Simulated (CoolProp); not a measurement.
Saturation properties of n-perfluorohexane (Tc = 174.9 °C, pc = 17.42 bar, ω = 0.497).

Values from CoolProp's reference Helmholtz-energy equation of state, Gao 2022.

```json
[
 {"T (°C)": "-4.95", "p (bar)": "0.06554", "liquid density (kg/m³)": "1761", "enthalpy of vaporisation (kJ/kg)": "100.6"},
 {"T (°C)": "0.75", "p (bar)": "0.09009", "liquid density (kg/m³)": "1745", "enthalpy of vaporisation (kJ/kg)": "99.19"},
 {"T (°C)": "6.45", "p (bar)": "0.1218", "liquid density (kg/m³)": "1729", "enthalpy of vaporisation (kJ/kg)": "97.78"},
 {"T (°C)": "12.05", "p (bar)": "0.1614", "liquid density (kg/m³)": "1713", "enthalpy of vaporisation (kJ/kg)": "96.39"},
 {"T (°C)": "17.75", "p (bar)": "0.2120", "liquid density (kg/m³)": "1697", "enthalpy of vaporisation (kJ/kg)": "94.96"},
 {"T (°C)": "23.45", "p (bar)": "0.2747", "liquid density (kg/m³)": "1680", "enthalpy of vaporisation (kJ/kg)": "93.51"},
 {"T (°C)": "29.15", "p (bar)": "0.3516", "liquid density (kg/m³)": "1664", "enthalpy of vaporisation (kJ/kg)": "92.05"},
 {"T (°C)": "34.85", "p (bar)": "0.4449", "liquid density (kg/m³)": "1647", "enthalpy of vaporisation (kJ/kg)": "90.56"},
 {"T (°C)": "40.55", "p (bar)": "0.5569", "liquid density (kg/m³)": "1630", "enthalpy of vaporisation (kJ/kg)": "89.05"},
 {"T (°C)": "46.15", "p (bar)": "0.6877", "liquid density (kg/m³)": "1613", "enthalpy of vaporisation (kJ/kg)": "87.53"},
 {"T (°C)": "51.85", "p (bar)": "0.8444", "liquid density (kg/m³)": "1595", "enthalpy of vaporisation (kJ/kg)": "85.96"},
 {"T (°C)": "57.55", "p (bar)": "1.028", "liquid density (kg/m³)": "1577", "enthalpy of vaporisation (kJ/kg)": "84.36"},
 {"T (°C)": "63.25", "p (bar)": "1.241", "liquid density (kg/m³)": "1559", "enthalpy of vaporisation (kJ/kg)": "82.71"},
 {"T (°C)": "68.95", "p (bar)": "1.487", "liquid density (kg/m³)": "1540", "enthalpy of vaporisation (kJ/kg)": "81.01"}
]
```

It boils at 57.1 °C under 1 atm.
